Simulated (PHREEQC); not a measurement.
PHREEQC input (ion-association model, phreeqc.dat):

```
SOLUTION_SPECIES
  CO3-2 + 10 H+ + 8 e- = CH4 + 3 H2O  # shut off: no methane
    -log_k -100
    -delta_h 0
    -analytic -100
SOLUTION 1
  temp 25
  units mol/kgw
  pH 7 charge
  Cl 0.044
  Mg 0.022
END
SELECTED_OUTPUT 1
  -reset false
  -pH true
  -pe true
  -ionic_strength true
  -water true
  -totals C Cl Mg C(-4) C(4)
  -molalities H+ Mg+2 Cl- CO3-2 OH- HCO3- CO2 (CO2)2 MgOH+ MgCO3
    MgHCO3+
USER_PUNCH 1
  -headings p_CO2(g) phi_CO2(g) p_H2O(g) phi_H2O(g) density
  10 PUNCH PR_P("CO2(g)"), PR_PHI("CO2(g)"), PR_P("H2O(g)"), PR_PHI("H2O(g)"), RHO
PRINT
  -reset false
USE solution 1
REACTION_TEMPERATURE 1
  10
GAS_PHASE 1
  -fixed_pressure
  -pressure 1
  -temperature 10
  -volume 20
  CO2(g) 1
  H2O(g) 0
END
# ... the last block is repeated for the other 7 points of T (°C)
```

Selected output (columns that matter, 8 of 8 rows; T (°C) added in front):

```
T (°C)	pH	mu	C	Cl	Mg	m_H+	m_Mg+2	m_Cl-	m_OH-	p_CO2(g)	phi_CO2(g)	p_H2O(g)	phi_H2O(g)	density
10	3.8396	0.066148	0.052191	0.044008	0.022004	0.00017113	0.021986	0.044008	2.5488e-11	0.9876	0.99355	0.012398	0.98909	1.002
20	3.8696	0.06615	0.037655	0.044015	0.022008	0.0001601	0.021991	0.044015	6.3778e-11	0.97656	0.99419	0.023443	0.9899	1.0003
30	3.9047	0.066157	0.028217	0.044027	0.022014	0.00014805	0.021998	0.044027	1.4887e-10	0.95767	0.99475	0.04233	0.99053	0.99766
40	3.9452	0.066177	0.021701	0.044048	0.022024	0.00013526	0.022009	0.044048	3.2731e-10	0.92669	0.99527	0.073313	0.991	0.99416
50	3.9921	0.066216	0.016895	0.044082	0.022041	0.00012179	0.022026	0.044082	6.8482e-10	0.87773	0.99576	0.12227	0.99127	0.98993
60	4.0478	0.066291	0.01308	0.044141	0.02207	0.0001075	0.022057	0.044141	1.3801e-09	0.80294	0.99627	0.19706	0.99137	0.98506
70	4.1171	0.06644	0.0097884	0.044249	0.022125	9.1988e-05	0.022112	0.044249	2.7242e-09	0.6922	0.99685	0.3078	0.99131	0.97961
80	4.2113	0.066775	0.0066911	0.044482	0.022241	7.4361e-05	0.02223	0.044482	5.4324e-09	0.53282	0.99765	0.46718	0.99116	0.97364
```

Constants without temperature data keep their 25 °C values here.
